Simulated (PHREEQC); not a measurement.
**Brackish or sea water: an equilibrium model**

A made-up water analysis in mg/kgw, 25 °C, pH 8.22, pe 11.2:

| constituent | mg/kgw |
|---|---|
| Na | 6990 |
| K | 802 |
| Ca | 19.2 |
| Mg | 286 |
| Cl | 11300 |
| S(6) as SO4 | 762 |
| Alkalinity as HCO3 | 232 |
| Zn | 334 |

Valence states are taken as typed.

Model: ion-association model, wateq4f.dat, run in PHREEQC.

This is a speciation only: nothing precipitates in the calculation.

### Question
Predict the activity of water.

### Answer
activity of water 0.989.

### Question
In which forms is S present?

### Answer
SO4-2 63 %, NaSO4- 22 %, MgSO4 11 %, ZnSO4 2.1 %, KSO4- 2.0 % of the S.

The solution is supersaturated, for example in Zn5(OH)8Cl2, Zn(OH)2-e, so a real one may precipitate; this is no full list. Species that the database lacks are ignored.
